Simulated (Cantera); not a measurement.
A Cantera script and what it prints.

```python
import numpy as np
import cantera as ct

gas_names = """
    H HNO HNO2 HNO3 HO2 H2 H2O H2O2 N NH NH2 NH3 NH2OH NO NO2 NO3 N2 N2H2 N2H4 N2O O OH O2 O3 Si SiH
    SiH2 SiH3 SiH4 SiN SiO SiO2 Si2 Si2N Si3
""".split()
cond_names = """
    H2O(s) H2O(L) Si(cr) Si(L) SiO2(Lqz) SiO2(hqz) SiO2(L) Si2N2O(s) Si3N4(a)
""".split()


def load(file, names, dense=False):
    # The tables refer to 1 bar. Condensed volumes are neglected.
    table = {s.name: s for s in ct.Species.list_from_file(file)}
    out = []
    for n in names:
        d = dict(table[n].input_data)
        d["thermo"] = dict(d["thermo"], **{"reference-pressure": 1e5})
        if dense:
            d["equation-of-state"] = {"model": "constant-volume", "density": "1e6 g/cm^3"}
        out.append(ct.Species.from_dict(d))
    return out


gas = ct.Solution(thermo="ideal-gas", species=load("nasa_gas.yaml", gas_names))
cond = {s.name: ct.Solution(thermo="fixed-stoichiometry", species=[s], name=s.name)
        for s in load("nasa_condensed.yaml", cond_names, dense=True)}
atoms = {
    'Si3N4': {'Si': 3, 'N': 4},
    'N2O': {'N': 2, 'O': 1},
    'N2': {'N': 2},
    'H2O': {'H': 2, 'O': 1},
}
top_T = {'Si2N2O(s)': 2100, 'Si3N4(a)': 2400}  # K; cautious upper limits of use, not melting points


def equilibrate(T, P, feed):
    n = {}
    for name, mol in feed.items():
        for a, k in atoms[name].items():
            n[a] = n.get(a, 0.0) + k * mol
    gas.TPX = T, P, n
    mass = sum(n.values()) * gas.mean_molecular_weight
    gas.equilibrate("TP")
    valid = [c for c in cond.values() if c.min_temp <= T <= top_T.get(c.name, c.max_temp)]
    mix = ct.Mixture([(gas, mass / gas.mean_molecular_weight)] + [(c, 0.0) for c in valid])
    mix.T, mix.P = T, P
    mix.equilibrate("TP", solver="vcs", rtol=1e-11, max_steps=5000)
    return mix


results = []
feed = {'Si3N4': 1, 'N2O': 0.029, 'N2': 1.7, 'H2O': 0.003}  # mol
T = 1098.15  # K
P = 150000  # Pa
mix = equilibrate(T, P, feed)
results.append((T, P, feed, dict(zip(mix.species_names, mix.species_moles))))
print(gas.report(threshold=1e-06))
for i in range(1, mix.n_phases):
    print(f"{mix.phase(i).name:16s} {mix.phase_moles(i):12.5e} mol")
```

Output:

```
       temperature   1098.2 K
          pressure   1.5e+05 Pa
           density   0.45949 kg/m^3
  mean mol. weight   27.969 kg/kmol
   phase of matter   gas

                          1 kg             1 kmol
                     ---------------   ---------------
          enthalpy        8.8294e+05        2.4695e+07  J
   internal energy        5.5649e+05        1.5565e+07  J
           entropy            8147.7        2.2789e+05  J/K
    Gibbs function       -8.0645e+06       -2.2556e+08  J
 heat capacity c_p            1185.9             33169  J/K
 heat capacity c_v            888.65             24855  J/K

                      mass frac. Y      mole frac. X     chem. pot. / RT
                     ---------------   ---------------   ---------------
                H2        0.00012408         0.0017214           -23.703
                N2           0.99988           0.99828           -24.705
     [  +33 minor]        2.0955e-08        3.5205e-08

Si(cr)            0.00000e+00 mol
SiO2(hqz)         0.00000e+00 mol
Si2N2O(s)         3.20000e-02 mol
Si3N4(a)          9.78667e-01 mol
```

Cantera equilibrium calculation (NASA polynomials, part measured and part estimated; ideal gas, pure solids and liquids). Mutual solubility and eutectic melting of coexisting phases are not modelled.
